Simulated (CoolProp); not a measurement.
Vapour-liquid equilibrium of R134a (1) + R227EA (2) at -62.75 °C; x and y are mole fractions of (1).

The numbers come from the multi-fluid Helmholtz-energy mixture model, Tillner-Roth 1994 and Lemmon 2016; pair parameters Bell 2016 in CoolProp.

```
x     bubble pressure (bar)  y at the bubble point  dew pressure at overall composition x (bar)  liquid density (mol/L)
----  ---------------------  ---------------------  -------------------------------------------  ----------------------
0.05                0.08312                  0.098                                      0.08096                   10.13
0.2                       ?                  0.328                                      0.08798                   10.65
0.35                 0.1046                      ?                                      0.09597                   11.22
0.5                  0.1130                  0.629                                       0.1049                       ?
0.65                 0.1201                  0.744                                       0.1143                   12.56
0.8                  0.1261                  0.851                                       0.1234                   13.34
0.95                 0.1312                      ?                                            ?                   14.21
```

Task: What belongs in the gaps?

Result: 
- 0.2, bubble pressure (bar): 0.09474
- 0.35, y at the bubble point: 0.496
- 0.5, liquid density (mol/L): 11.86
- 0.95, y at the bubble point: 0.961
- 0.95, dew pressure at overall composition x (bar): 0.1307

No azeotrope shows between x = 0.05 and 0.95.

Pair parameters are fitted to limited data, so mixtures are less certain than the pure fluids.
